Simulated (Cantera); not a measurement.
Feed: 1 mol CH₄, 1.4 mol H₂O, equilibrated at 82.0 Pa.

Method: chemical equilibrium by Gibbs-energy minimisation in Cantera with the NASA 1993 tables (ideal gas, pure condensed phases). Candidate condensed phases: C, C₆H₆, C₇H₈, C₈H₁₈, H₂O; 110 gas species. Equilibrium is a limit: real reactors are often held back by kinetics, nucleation or transport.

Question: At 2050 K, list the 4 most abundant gas species with their mole fractions, and the condensed phases.

Answer: H₂ 0.635, CO 0.214, H₂O 0.0813, H 0.0631. Condensed: gas only.
